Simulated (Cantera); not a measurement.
Feed: 1 mol Fe₂O₃, 560 mol H₂, 0.064 mol H₂O, at 1475 K and 14000 Pa.

Method: chemical equilibrium by Gibbs-energy minimisation in Cantera with the NASA 1993 tables (ideal gas, pure condensed phases). Candidate condensed phases: Fe, FeO, Fe(OH)₂, Fe(OH)₃, Fe₂O₃, Fe₃O₄, H₂O; 12 gas species. Rates play no part.

Base state: H₂ 0.994, H₂O 0.00547, H 3.46e-5 (mole fractions); condensed: Fe(γ).

**Question.** What changes in the equilibrium state with this change: temperature from 1475 K to 1948.15 K?

**Answer.** 
| species | before | after |
|---|---|---|
| H₂ | 0.994 | 0.990 |
| H₂O | 0.00547 | 0.00545 |
| H | 3.46e-5 | 0.00301 |
| Fe | 6.24e-7 | 0.00143 |
| Fe(γ), mol | 2.00 | 0 |
| Fe(l), mol | 0 | 1.20 |

**Question.** What changes in the equilibrium state with this change: pressure from 14000 Pa to 16.0 Pa?

**Answer.** 
| species | before | after |
|---|---|---|
| H₂ | 0.994 | 0.993 |
| H₂O | 0.00547 | 0.00546 |
| H | 3.46e-5 | 0.00102 |
| Fe | 6.24e-7 | 0.000546 |
| Fe(γ), mol | 2.00 | 1.69 |
